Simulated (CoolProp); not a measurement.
The numbers come from the reference Helmholtz-energy equation of state, Bücker 2006 in CoolProp.

Problem. For isobutane, give the phase and the Joule-Thomson coefficient (K/MPa), viscosity (µPa s), Prandtl number at 427.4 K and 58.1 bar; 474.8 K and 0.183 bar.

Solution. 
- 427.4 K and 58.1 bar: supercritical; Joule-Thomson coefficient 4.02, viscosity 37.3, Prandtl number 2.90
- 474.8 K and 0.183 bar: gas; Joule-Thomson coefficient 5.26, viscosity 11.6, Prandtl number 0.730

Viscosity comes from a separate model (Vogel 2000). Thermal conductivity comes from a separate model (Perkins 2002).
